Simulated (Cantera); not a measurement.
An isothermal, constant-pressure homogeneous reactor starts with H₂ : O₂ : N₂ = 1.4 : 1 : 0.92 (molar parts), equivalence ratio 0.70, at 900 K and 35000 Pa.

Model: the H2/O2 subset of GRI-Mech 3.0, which has no nitrogen chemistry, integrated in Cantera. Below about 950 K walls govern HO2 and H2O2 in real vessels. The temperature is held fixed by assumption; the heat of reaction is taken as removed at once.

x: mole fraction; the columns are a selection and need not sum to one.

```
t (s)        x H₂   x O₂       x H      x OH    x H₂O₂
--------  -------  -----  --------  --------  --------
4.00e-6     0.422  0.301  5.74e-12    <1e-12    <1e-12
3.36e-5     0.422  0.301  5.15e-11  1.46e-12    <1e-12
0.000283    0.422  0.301   2.83e-9  8.59e-11  1.85e-11
0.00238     0.256  0.228   1.11e-7       [?]   9.62e-5
0.0200      0.255  0.227   6.43e-8       [?]  0.000167
0.168       0.254  0.227   1.73e-7       [?]  0.000470
1.41        0.196  0.201   3.63e-7       [?]   0.00122
11.9      0.00615  0.117   2.13e-8       [?]   7.56e-5
100       2.83e-5  0.115  5.83e-12       [?]   1.84e-8
```

Problem. What belongs in the gaps?

Solution. 
- 0.00238, x OH: 1.21e-8
- 0.0200, x OH: 5.68e-9
- 0.168, x OH: 1.73e-8
- 1.41, x OH: 5.78e-8
- 11.9, x OH: 8.68e-8
- 100, x OH: 4.51e-9
